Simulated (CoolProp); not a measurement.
Values from CoolProp's reference Helmholtz-energy equation of state, Leachman 2009.

Question: For normal hydrogen, give the phase and the cp (kJ/(kg K)), speed of sound (m/s), expansivity (1/kK), viscosity (µPa s) at -238.15 °C and 56.7 bar.

Answer: 
- -238.15 °C and 56.7 bar: supercritical; cp 14.4, speed of sound 1030, expansivity 21.8, viscosity 8.39

Viscosity comes from a separate model (Muzny 2013).
